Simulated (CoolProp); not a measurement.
Computed with CoolProp (reference Helmholtz-energy equation of state, Lemmon 2006). It is a short technical equation, of lower accuracy than the large ones.

Q: For acetone, give the phase and the cv (kJ/(kg K)) at 464.4 K and 0.0524 MPa; 258.1 K and 0.426 MPa.

A: 
- 464.4 K and 0.0524 MPa: gas; cv 1.63
- 258.1 K and 0.426 MPa: liquid; cv 1.49
